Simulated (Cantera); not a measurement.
A closed system holds: 1 mol B₂H₆, 2.4 mol H₂, held at 1700 °C and 0.000640 bar.

Method: chemical equilibrium by Gibbs-energy minimisation in Cantera with the NASA 1993 tables (ideal gas, pure condensed phases). The feed counts by its element totals alone. The tables' values for BH₂ are old estimates; treat these amounts as uncertain. Equilibrium is a limit: real reactors are often held back by kinetics, nucleation or transport.

```
species      before     after
---------  --------  --------
H₂            0.948     0.672
H            0.0519     0.311
B          0.000132    0.0155
BH          8.24e-6  0.000283
BH₂        0.000379   0.00139
B(s), mol      2.00      1.89
```
Gas species are given as mole fractions.

Task: Which change was made?
A) pressure from 0.000640 bar to 0.0133 bar
B) temperature from 1700 °C to 2025 °C
C) temperature from 1700 °C to 1275 °C
D) temperature from 1700 °C to 725 °C

Result: B, temperature from 1700 °C to 2025 °C
